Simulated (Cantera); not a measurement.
Cantera run, input and output.

```python
import numpy as np
import cantera as ct

gas = ct.Solution("gri30.yaml")
gas.TPX = 975, 1000000, {'CH4': 1, 'H2': 0.52, 'O2': 2.26, 'N2': 8.5}
reactor = ct.IdealGasConstPressureReactor(gas, energy="on", clone=False)
net = ct.ReactorNet([reactor])
net.rtol, net.atol = 1e-08, 1e-16
show = ['CH4', 'H2', 'O2', 'CO', 'OH', 'CH2O']
times = np.geomspace(2e-06, 2, 11)

steps = ct.SolutionArray(gas, extra=["t"])
rows = []
print(f"{'t/s':>10s}{'T/K':>9s}{'P/Pa':>11s}" + "".join(f"{s:>11s}" for s in show))
for t in times:
    while net.time < t:
        t_next = net.step()
        steps.append(gas.state, t=t_next)
    rows.append([np.interp(t, steps.t, y) for y in (steps.T, steps.P, *steps(*show).X.T)])
    print(f"{t:10.3e}{rows[-1][0]:9.1f}{rows[-1][1]:11.4g}" + "".join(f"{x:11.3e}" for x in rows[-1][2:]))
rate = np.gradient(steps.T, steps.t)
print("integrator steps:", len(steps.t))
if steps.T.max() > steps.T[0] + 200:
    print(f"time of steepest temperature rise: {steps.t[rate.argmax()]:.4e} s")
gas.TPX = 975, 1000000, {'CH4': 1, 'H2': 0.52, 'O2': 2.26, 'N2': 8.5}
gas.equilibrate("HP")
print(f"equilibrium (HP): T = {gas.T:.1f} K  " + "  ".join(f"{s} {gas[s].X[0]:.3e}" for s in show))
```

It prints:

```
       t/s      T/K       P/Pa        CH4         H2         O2         CO         OH       CH2O
 2.000e-06    975.0      1e+06  8.143e-02  4.235e-02  1.840e-01  3.468e-19  1.962e-13  1.235e-13
 7.962e-06    975.0      1e+06  8.143e-02  4.235e-02  1.840e-01  1.523e-17  2.799e-13  1.852e-12
 3.170e-05    975.0      1e+06  8.143e-02  4.235e-02  1.840e-01  6.966e-16  4.766e-13  2.252e-11
 1.262e-04    975.0      1e+06  8.143e-02  4.235e-02  1.840e-01  2.350e-14  6.883e-13  1.768e-10
 5.024e-04    975.0      1e+06  8.143e-02  4.235e-02  1.840e-01  6.181e-13  1.539e-12  1.154e-09
 2.000e-03    975.0      1e+06  8.143e-02  4.234e-02  1.840e-01  3.002e-11  1.272e-11  1.703e-08
 7.962e-03    975.2      1e+06  8.143e-02  4.232e-02  1.840e-01  6.755e-08  7.281e-10  5.296e-06
 3.170e-02   2655.3      1e+06  8.165e-15  8.201e-03  8.211e-03  1.791e-02  7.957e-03  5.892e-10
 1.262e-01   2655.3      1e+06  8.166e-15  8.201e-03  8.211e-03  1.791e-02  7.957e-03  5.892e-10
 5.024e-01   2655.3      1e+06  8.166e-15  8.201e-03  8.211e-03  1.791e-02  7.957e-03  5.892e-10
 2.000e+00   2655.3      1e+06  8.166e-15  8.201e-03  8.211e-03  1.791e-02  7.957e-03  5.892e-10
integrator steps: 2518
time of steepest temperature rise: 2.3875e-02 s
equilibrium (HP): T = 2655.3 K  CH4 1.013e-14  H2 8.201e-03  O2 8.211e-03  CO 1.791e-02  OH 7.957e-03  CH2O 5.892e-10
```

Model: GRI-Mech 3.0 (53 species, 325 reactions), integrated in Cantera. Below about 1000 K GRI-Mech 3.0 lacks low-temperature oxidation paths.
